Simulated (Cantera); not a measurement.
An isothermal plug-flow reactor at 723 K and 0.898 atm (inlet), inlet velocity 0.062 m/s, active area per volume 190 1/m; feed 0.302 % CO, 3.51 % O₂, 95.5 % N₂, 0.641 % H₂O.

Model: Deutschmann's 1995 Pt surface mechanism with GRI-Mech 3.0 gas chemistry, integrated in Cantera. Catalytic surfaces can have several steady states; this one follows from the mechanism file's or the stated starting coverage. Mass transfer to the wall is taken as infinitely fast.

x: gas mole fraction; θ: surface coverage.

| z (m) | x CO | x O₂ | x H₂O | x CO₂ | θ free Pt | θ O* | θ OH* |
|---|---|---|---|---|---|---|---|
| 0.00028 | 0.00131 | 0.0342 | 0.00642 | [?] | 0.0314 | 0.965 | 0.00223 |
| 0.00061 | 0.00101 | 0.0341 | 0.00642 | [?] | 0.0270 | 0.970 | 0.00207 |
| 0.0013 | 0.000669 | 0.0339 | 0.00642 | [?] | 0.0238 | 0.974 | 0.00195 |
| 0.0028 | 0.000328 | 0.0338 | 0.00642 | [?] | 0.0215 | 0.977 | 0.00186 |
| 0.0061 | 8.57e-5 | 0.0337 | 0.00642 | 0.00294 | 0.0203 | 0.978 | 0.00180 |
| 0.013 | 6.27e-6 | 0.0336 | 0.00642 | 0.00302 | 0.0199 | 0.978 | 0.00179 |
| 0.028 | 2.29e-8 | 0.0336 | 0.00642 | 0.00303 | 0.0199 | 0.978 | 0.00179 |

Fill in the missing entries.


- 0.00028, x CO₂: 0.00172
- 0.00061, x CO₂: 0.00202
- 0.0013, x CO₂: 0.00236
- 0.0028, x CO₂: 0.00270
